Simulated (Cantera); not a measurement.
## Adiabatic ignition

An adiabatic, constant-pressure homogeneous reactor starts with 9.95 % CO, 1.09 % H2, 15.3 % O2, 57.7 % N2, 15.9 % CO2, at 1600 K and 21.0 bar.

Computed with Cantera and GRI-Mech 3.0 (53 species, 325 reactions). The hydrogen kinetics of GRI-Mech 3.0 are dated; newer H2 mechanisms differ, most at raised pressure. The pressure lies above the range GRI-Mech 3.0 was tuned for (to about 10 atm).

```json
[
 {"t (s)": "3.00e-6", "T (K)": "1676", "x CO": "0.0933", "x H2": "0.00259", "x O2": "0.145", "x NO": "2.61e-7", "x H2O": "0.00747", "x CO2": "0.167"},
 {"t (s)": "1.33e-5", "T (K)": "2039", "x CO": "0.0430", "x H2": "0.000140", "x O2": "0.121", "x NO": "1.15e-5", "x H2O": "0.0100", "x CO2": "0.224"},
 {"t (s)": "5.91e-5", "T (K)": "2304", "x CO": "0.00622", "x H2": "3.54e-5", "x O2": "0.106", "x NO": "9.08e-5", "x H2O": "0.0108", "x CO2": "0.267"},
 {"t (s)": "0.000262", "T (K)": "2331", "x CO": "0.00260", "x H2": "1.85e-5", "x O2": "0.104", "x NO": "0.000222", "x H2O": "0.0110", "x CO2": "0.271"},
 {"t (s)": "0.00116", "T (K)": "2330", "x CO": "0.00258", "x H2": "1.84e-5", "x O2": "0.104", "x NO": "0.000732", "x H2O": "0.0110", "x CO2": "0.271"},
 {"t (s)": "0.00516", "T (K)": "2326", "x CO": "0.00253", "x H2": "1.81e-5", "x O2": "0.103", "x NO": "0.00276", "x H2O": "0.0110", "x CO2": "0.271"},
 {"t (s)": "0.0229", "T (K)": "2317", "x CO": "0.00242", "x H2": "1.74e-5", "x O2": "0.100", "x NO": "0.00770", "x H2O": "0.0110", "x CO2": "0.271"},
 {"t (s)": "0.102", "T (K)": "2313", "x CO": "0.00238", "x H2": "1.72e-5", "x O2": "0.0994", "x NO": "0.00974", "x H2O": "0.0110", "x CO2": "0.271"},
 {"t (s)": "0.451", "T (K)": "2313", "x CO": "0.00238", "x H2": "1.72e-5", "x O2": "0.0994", "x NO": "0.00975", "x H2O": "0.0110", "x CO2": "0.271"},
 {"t (s)": "2.00", "T (K)": "2313", "x CO": "0.00238", "x H2": "1.72e-5", "x O2": "0.0994", "x NO": "0.00975", "x H2O": "0.0110", "x CO2": "0.271"}
]
```
x: mole fraction; the columns are a selection and need not sum to one.

```json
{
  "time_of_steepest_temperature_rise": "2.76 µs",
  "temperature at 2.00 s": "2313 K",
  "equilibrium_temperature": "2313 K",
  "x(CO) at 2.00 s": "0.00238 (gas-phase equilibrium 0.00238)",
  "x(H2) at 2.00 s": "1.72e-5 (gas-phase equilibrium 1.72e-5)",
  "x(O2) at 2.00 s": "0.0994 (gas-phase equilibrium 0.0994)"
}
```
